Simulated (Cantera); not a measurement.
A perfectly stirred reactor is fed with CO : O2 : H2O : N2 = 0.013 : 0.0051 : 0.00016 : 1 (molar parts), equivalence ratio 1.3, at 100000 Pa; it is held at 975 K, and followed from long to short residence time.

Cantera simulation using GRI-Mech 3.0 (53 species, 325 reactions); the numbers are that mechanism's predictions, not measurements.

Question: Predict: x(CO) at τ = 12.0 s; x(O2) at τ = 12.0 s; x(H2O) at τ = 12.0 s; x(CO) at τ = 37.0 ms; x(O2) at τ = 37.0 ms; x(H2O) at τ = 37.0 ms.

Answer: 
- x(CO) at τ = 12.0 s = 0.0117
- x(O2) at τ = 12.0 s = 0.00449
- x(H2O) at τ = 12.0 s = 0.000155
- x(CO) at τ = 37.0 ms = 0.0128
- x(O2) at τ = 37.0 ms = 0.00501
- x(H2O) at τ = 37.0 ms = 0.000157
